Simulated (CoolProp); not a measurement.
Vapour-liquid equilibrium of hydrogen sulfide (1) + propane (2) at 214.5 K; x and y are mole fractions of (1).

Computed with CoolProp (multi-fluid Helmholtz-energy mixture model, Lemmon 2006 and Lemmon 2009; pair parameters Kunz 2012).

Question: Give the bubble pressure and the first vapour's composition at x = 0.05, 0.2, 0.35. Is there an azeotrope?

Answer: x = 0.05: 0.6536 bar, y = 0.326; x = 0.2: 1.000 bar, y = 0.605; x = 0.35: 1.144 bar, y = 0.683. y crosses x between x = 0.65 and 0.8: the model has an azeotrope there.

Pair parameters are fitted to limited data, so mixtures are less certain than the pure fluids. With so large a gap from Raoult's law the liquid may split in two, which this calculation doesn't test in full.
